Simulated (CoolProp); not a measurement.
Carbonyl sulfide at several states: density (kg/m³) from the reference equation and from simpler models built on Tc = 105.6 °C, pc = 6.369 MPa, ω = 0.098; each cubic takes its own stable root.

Computed with CoolProp (reference Helmholtz-energy equation of state, Lemmon 2006). It is a short technical equation, of lower accuracy than the large ones.

| T (°C) | p (MPa) | phase | reference |
|---|---|---|---|
| 60.35 | 0.43 | gas | 9.647 |
| -7.65 | 0.0295 | gas | 0.8065 |
| 143.25 | 1.48 | gas | 27.33 |

How far does each simpler model (ideal gas, Soave-Redlich-Kwong) lie from the reference over these 3 states: mean and median of the absolute difference, and the worst?


- ideal gas: mean 3.3 %, median 3.4 %, worst -6.0 % at 143.25 °C and 1.48 MPa
- Soave-Redlich-Kwong: mean 0.0 %, median 0.0 %, worst +0.0 % at 143.25 °C and 1.48 MPa
